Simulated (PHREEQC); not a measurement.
Make-up at 20 °C: 66 mmol/kgw NH3. Closed to the air; pH follows from the charge balance.

All values are PHREEQC results (ion-association model, phreeqc.dat), not measurements.

This is a speciation only: nothing precipitates in the calculation.

### Question
What pH does the model give?

### Answer
pH 11.19.

### Question
In which forms is N present?

### Answer
NH3 98 %, NH4+ 1.7 % of the N.
